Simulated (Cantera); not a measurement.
An isothermal, constant-pressure homogeneous reactor starts with CH₃OH : O₂ : N₂ = 0.003 : 0.0034 : 1 (molar parts), equivalence ratio 1.3, at 1350 K and 10.0 bar.

Computed with Cantera and GRI-Mech 3.0 (53 species, 325 reactions). GRI-Mech 3.0 was tuned for natural gas; its chemistry of methanol as a main component is partial and can be far from experiment.

x: mole fraction; the columns are a selection and need not sum to one.

```json
[
 {"t (s)": "5.00e-6", "x CH₃OH": "0.00298", "x O₂": "0.00338", "x CH₄": "1.76e-9", "x C₂H₆": "2.81e-12", "x O": "1.50e-9", "x CH₃": "5.33e-8", "x H": "1.81e-8"},
 {"t (s)": "1.95e-5", "x CH₃OH": "0.00298", "x O₂": "0.00338", "x CH₄": "2.49e-8", "x C₂H₆": "1.41e-10", "x O": "1.65e-9", "x CH₃": "1.86e-7", "x H": "2.12e-8"},
 {"t (s)": "7.58e-5", "x CH₃OH": "0.00297", "x O₂": "0.00337", "x CH₄": "2.76e-7", "x C₂H₆": "3.90e-9", "x O": "2.42e-9", "x CH₃": "4.10e-7", "x H": "3.88e-8"},
 {"t (s)": "0.000295", "x CH₃OH": "0.00284", "x O₂": "0.00334", "x CH₄": "1.17e-6", "x C₂H₆": "1.41e-8", "x O": "1.17e-8", "x CH₃": "1.49e-7", "x H": "2.50e-7"},
 {"t (s)": "0.00115", "x CH₃OH": "1.59e-10", "x O₂": "[?]", "x CH₄": "4.00e-8", "x C₂H₆": "<1e-12", "x O": "1.07e-5", "x CH₃": "1.47e-9", "x H": "0.000119"},
 {"t (s)": "0.00447", "x CH₃OH": "1.65e-11", "x O₂": "[?]", "x CH₄": "6.17e-9", "x C₂H₆": "<1e-12", "x O": "1.90e-8", "x CH₃": "1.97e-10", "x H": "1.14e-5"},
 {"t (s)": "0.0174", "x CH₃OH": "7.83e-12", "x O₂": "[?]", "x CH₄": "4.87e-9", "x C₂H₆": "<1e-12", "x O": "4.42e-10", "x CH₃": "9.85e-11", "x H": "2.13e-6"},
 {"t (s)": "0.0678", "x CH₃OH": "2.69e-12", "x O₂": "[?]", "x CH₄": "4.54e-9", "x C₂H₆": "<1e-12", "x O": "1.98e-11", "x CH₃": "3.56e-11", "x H": "4.90e-7"},
 {"t (s)": "0.264", "x CH₃OH": "<1e-12", "x O₂": "7.50e-10", "x CH₄": "4.45e-9", "x C₂H₆": "<1e-12", "x O": "1.40e-12", "x CH₃": "1.09e-11", "x H": "1.34e-7"},
 {"t (s)": "1.03", "x CH₃OH": "<1e-12", "x O₂": "6.40e-11", "x CH₄": "4.41e-9", "x C₂H₆": "<1e-12", "x O": "<1e-12", "x CH₃": "4.20e-12", "x H": "5.18e-8"},
 {"t (s)": "4.00", "x CH₃OH": "<1e-12", "x O₂": "<1e-12", "x CH₄": "4.37e-9", "x C₂H₆": "<1e-12", "x O": "<1e-12", "x CH₃": "2.87e-12", "x H": "3.73e-8"}
]
```

Some entries are withheld; supply them.


- 0.00115, x O₂: 0.000141
- 0.00447, x O₂: 9.93e-7
- 0.0174, x O₂: 5.55e-8
- 0.0678, x O₂: 5.85e-9
